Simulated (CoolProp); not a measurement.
Vapour-liquid equilibrium of ethane (1) + n-pentane (2) at 266.9 K; x and y are mole fractions of (1).

The numbers come from the multi-fluid Helmholtz-energy mixture model, Bücker 2006 and Thol 2019; pair parameters Kunz 2012 in CoolProp.

```
x     bubble pressure, mixture model (kPa)  bubble pressure, Raoult's law (kPa)  y, mixture model  y, Raoult's law
----  ------------------------------------  -----------------------------------  ----------------  ---------------
0.05                                 111.2                                119.6             0.837            0.855
0.15                                 299.1                                322.4             0.941            0.952
0.25                                 488.5                                525.1             0.965            0.974
0.35                                 678.2                                727.8             0.976            0.984
0.45                                 867.9                                930.5             0.982            0.989
0.55                                  1058                                 1133             0.987            0.993
0.65                                  1252                                 1336             0.990            0.995
0.75                                  1452                                 1539             0.993            0.997
0.85                                  1665                                 1741             0.995            0.998
0.95                                  1906                                 1944             0.998            1.000
```

The largest gap from Raoult's law is -7.2 % in bubble pressure, at x = 0.15. No azeotrope shows between x = 0.05 and 0.95.

The pair parameters rest on a limited set of measurements; away from them the model extrapolates.
